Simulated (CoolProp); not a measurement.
Nitrous oxide at 293.15 K and 1.4 MPa is compressed adiabatically to 5.78 MPa with isentropic efficiency 0.85. Each further row changes one setting.

Computed with CoolProp (reference Helmholtz-energy equation of state, Lemmon 2006). It is a short technical equation, of lower accuracy than the large ones.

| case | work (kJ/kg) | final temperature (K) | final density (kg/m³) |
|---|---|---|---|
| as stated | 97.8 | 415.6 | 82.1 |
| efficiency 1 | 83.1 | 402.9 | 86.0 |
| efficiency 0.65 | 128 | 441.9 | 75.3 |
